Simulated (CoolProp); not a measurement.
A simple Rankine cycle with cis-2-butene: condensing at 306.15 K, boiler at 1.43 MPa, turbine inlet 523.7 K, turbine efficiency 0.85, pump efficiency 0.7, no recuperator. Each further row changes one setting.

Model: reference Helmholtz-energy equation of state, Lemmon 2005, in CoolProp. It is a short technical equation, of lower accuracy than the large ones.

| case | thermal efficiency (%) | net work (kJ/kg) | heat in (kJ/kg) | turbine exit temperature (K) | volume ratio over the turbine |
|---|---|---|---|---|---|
| as stated | 12.2 | 96.0 | 787 | 472.5 | 4.94 |
| condensing temperature 298.15 K | 13.7 | 110 | 805 | 465.4 | 6.27 |
| boiler pressure 1 MPa | 9.8 | 77.4 | 793 | 484.2 | 3.47 |
| turbine efficiency 0.75 | 10.7 | 84.4 | 787 | 478.0 | 5.00 |
